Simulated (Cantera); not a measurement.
**Ignition delay**

Mixture: 3.54 % CH₄, 0.127 % C₂H₆, 0.219 % C₃H₈, 17.6 % O₂, 66.2 % N₂, 12.4 % H₂O, at 7500 Torr, adiabatic and at constant pressure. Ignition delay is the time to a rise of 400 K.

Computed with Cantera and GRI-Mech 3.0 (53 species, 325 reactions).

```json
[
 {"T0 (K)": "1175", "delay (ms)": "2.47"},
 {"T0 (K)": "1225", "delay (ms)": "1.26"},
 {"T0 (K)": "1275", "delay (ms)": "0.662"},
 {"T0 (K)": "1325", "delay (ms)": "0.360"},
 {"T0 (K)": "1375", "delay (ms)": "0.202"},
 {"T0 (K)": "1425", "delay (ms)": "0.117"},
 {"T0 (K)": "1475", "delay (ms)": "0.0705"},
 {"T0 (K)": "1525", "delay (ms)": "0.0440"},
 {"T0 (K)": "1575", "delay (ms)": "0.0284"}
]
```

```yaml
apparent activation energy between 1475 and 1575 K: 180 kJ/mol
```
